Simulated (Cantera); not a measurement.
What does this Cantera script print?

```python
import numpy as np
import cantera as ct

gas = ct.Solution("gri30.yaml")
gas.TPX = 1650, 110000, {'CH4': 1, 'CO2': 4.1}
reactor = ct.IdealGasConstPressureReactor(gas, energy="off", clone=False)
net = ct.ReactorNet([reactor])
net.rtol, net.atol = 1e-08, 1e-18
show = ['CH4', 'CO2', 'H2O', 'C2H', 'CH2CO']
times = np.geomspace(0.0002, 3, 14)

steps = ct.SolutionArray(gas, extra=["t"])
rows = []
print(f"{'t/s':>10s}{'T/K':>9s}{'P/Pa':>11s}" + "".join(f"{s:>11s}" for s in show))
for t in times:
    while net.time < t:
        t_next = net.step()
        steps.append(gas.state, t=t_next)
    rows.append([np.interp(t, steps.t, y) for y in (steps.T, steps.P, *steps(*show).X.T)])
    print(f"{t:10.3e}{rows[-1][0]:9.1f}{rows[-1][1]:11.4g}" + "".join(f"{x:11.3e}" for x in rows[-1][2:]))
rate = np.gradient(steps.T, steps.t)
print("integrator steps:", len(steps.t))
if steps.T.max() > steps.T[0] + 200:
    print(f"time of steepest temperature rise: {steps.t[rate.argmax()]:.4e} s")
gas.TPX = 1650, 110000, {'CH4': 1, 'CO2': 4.1}
gas.equilibrate("TP")
print(f"equilibrium (TP): T = {gas.T:.1f} K  " + "  ".join(f"{s} {gas[s].X[0]:.3e}" for s in show))
```

Output:

```
       t/s      T/K       P/Pa        CH4        CO2        H2O        C2H      CH2CO
 2.000e-04   1650.0    1.1e+05  1.952e-01  8.037e-01  2.931e-05  6.662e-12  1.021e-10
 4.191e-04   1650.0    1.1e+05  1.940e-01  8.033e-01  8.859e-05  5.660e-11  9.585e-10
 8.780e-04   1650.0    1.1e+05  1.904e-01  8.019e-01  3.255e-04  4.234e-10  1.044e-08
 1.840e-03   1650.0    1.1e+05  1.812e-01  7.965e-01  1.404e-03  2.717e-09  1.280e-07
 3.855e-03   1650.0    1.1e+05  1.634e-01  7.805e-01  5.729e-03  1.053e-08  1.292e-06
 8.076e-03   1650.0    1.1e+05  1.373e-01  7.468e-01  1.920e-02  2.398e-08  6.469e-06
 1.692e-02   1650.0    1.1e+05  1.030e-01  6.862e-01  5.275e-02  4.111e-08  1.914e-05
 3.546e-02   1650.0    1.1e+05  6.209e-02  5.906e-01  1.140e-01  6.602e-08  4.731e-05
 7.429e-02   1650.0    1.1e+05  2.596e-02  4.851e-01  1.765e-01  9.833e-08  9.108e-05
 1.557e-01   1650.0    1.1e+05  1.090e-02  4.103e-01  1.965e-01  9.677e-08  8.929e-05
 3.261e-01   1650.0    1.1e+05  8.297e-03  3.518e-01  1.931e-01  5.148e-08  4.642e-05
 6.834e-01   1650.0    1.1e+05  6.114e-03  3.033e-01  1.868e-01  1.971e-08  1.785e-05
 1.432e+00   1650.0    1.1e+05  3.174e-03  2.713e-01  1.819e-01  4.440e-09  4.321e-06
 3.000e+00   1650.0    1.1e+05  6.968e-04  2.582e-01  1.804e-01  2.579e-10  3.559e-07
integrator steps: 1674
equilibrium (TP): T = 1650.0 K  CH4 2.698e-09  CO2 2.562e-01  H2O 1.804e-01  C2H 1.818e-19  CH2CO 6.900e-13
```

Cantera simulation using GRI-Mech 3.0 (53 species, 325 reactions); the numbers are that mechanism's predictions, not measurements.
